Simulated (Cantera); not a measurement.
**Stirred combustor or abatement burner**

A perfectly stirred reactor is fed with CH4 : O2 : N2 = 1 : 3.45 : 13 (molar parts), equivalence ratio 0.58, at 12.8 atm; it is adiabatic with a 323 K inlet, and is followed from long to short residence time, starting on the burning branch (τ in s: 0.025, 0.011, 0.0048, 0.0021, 0.00094, 0.00041, 0.00018, 8.1e-05, 3.6e-05, 1.6e-05, 6.9e-06, 3.1e-06).

Computed with Cantera and GRI-Mech 3.0 (53 species, 325 reactions). The pressure lies above the range GRI-Mech 3.0 was tuned for (to about 10 atm).

```json
[
 {"τ (s)": "0.025", "T (K)": "1645", "x CH4": "2.97e-5", "x O2": "0.0833", "x NO": "1.22e-6", "x C2H": "4.71e-12", "x H2O2": "1.74e-7", "x C2H4": "9.02e-8", "x CO2": "0.0570"},
 {"τ (s)": "0.011", "T (K)": "1642", "x CH4": "5.84e-5", "x O2": "0.0835", "x NO": "1.09e-6", "x C2H": "1.45e-11", "x H2O2": "2.62e-7", "x C2H4": "3.03e-7", "x CO2": "0.0566"},
 {"τ (s)": "0.0048", "T (K)": "1635", "x CH4": "0.000121", "x O2": "0.0839", "x NO": "9.74e-7", "x C2H": "4.15e-11", "x H2O2": "4.26e-7", "x C2H4": "1.07e-6", "x CO2": "0.0558"},
 {"τ (s)": "0.0021", "T (K)": "1618", "x CH4": "0.000286", "x O2": "0.0852", "x NO": "7.62e-7", "x C2H": "1.00e-10", "x H2O2": "8.10e-7", "x C2H4": "4.42e-6", "x CO2": "0.0538"},
 {"τ (s)": "0.00094", "T (K)": "323", "x CH4": "0.0573", "x O2": "0.198", "x NO": "<1e-12", "x C2H": "<1e-12", "x H2O2": "<1e-12", "x C2H4": "<1e-12", "x CO2": "<1e-12"},
 {"τ (s)": "0.00041", "T (K)": "323", "x CH4": "0.0573", "x O2": "0.198", "x NO": "<1e-12", "x C2H": "<1e-12", "x H2O2": "<1e-12", "x C2H4": "<1e-12", "x CO2": "<1e-12"},
 {"τ (s)": "0.00018", "T (K)": "323", "x CH4": "0.0573", "x O2": "0.198", "x NO": "<1e-12", "x C2H": "<1e-12", "x H2O2": "<1e-12", "x C2H4": "<1e-12", "x CO2": "<1e-12"},
 {"τ (s)": "8.1e-5", "T (K)": "323", "x CH4": "0.0573", "x O2": "0.198", "x NO": "<1e-12", "x C2H": "<1e-12", "x H2O2": "<1e-12", "x C2H4": "<1e-12", "x CO2": "<1e-12"},
 {"τ (s)": "3.6e-5", "T (K)": "323", "x CH4": "0.0573", "x O2": "0.198", "x NO": "<1e-12", "x C2H": "<1e-12", "x H2O2": "<1e-12", "x C2H4": "<1e-12", "x CO2": "<1e-12"},
 {"τ (s)": "1.6e-5", "T (K)": "323", "x CH4": "0.0573", "x O2": "0.198", "x NO": "<1e-12", "x C2H": "<1e-12", "x H2O2": "<1e-12", "x C2H4": "<1e-12", "x CO2": "<1e-12"},
 {"τ (s)": "6.9e-6", "T (K)": "323", "x CH4": "0.0573", "x O2": "0.198", "x NO": "<1e-12", "x C2H": "<1e-12", "x H2O2": "<1e-12", "x C2H4": "<1e-12", "x CO2": "<1e-12"},
 {"τ (s)": "3.1e-6", "T (K)": "323", "x CH4": "0.0573", "x O2": "0.198", "x NO": "<1e-12", "x C2H": "<1e-12", "x H2O2": "<1e-12", "x C2H4": "<1e-12", "x CO2": "<1e-12"}
]
```
x: mole fraction; the columns are a selection and need not sum to one.
